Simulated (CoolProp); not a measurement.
Aqueous calcium chloride as a coolant, at 5 °C, 1 atm.

Computed with CoolProp (Melinder's fits for secondary coolants).

```tsv
mass %	freezing point (°C)	cp (kJ/(kg K))	density (kg/m³)	viscosity (mPa s)	Prandtl number
1.1	-0.5	4.126	1008	1.55	11.2
4.1	-1.9	3.929	1034	1.66	11.5
7.1	-3.6	3.747	1061	1.78	11.8
10.2	-6.0	3.567	1089	1.93	12.2
13.2	-9.0	3.401	1118	2.11	12.8
16.2	-12.6	3.246	1146	2.36	13.7
19.3	-17.1	3.101	1177	2.68	15.0
22.3	-22.6	2.979	1207	3.09	16.7
25.3	-29.9	2.874	1238	3.62	19.1
```
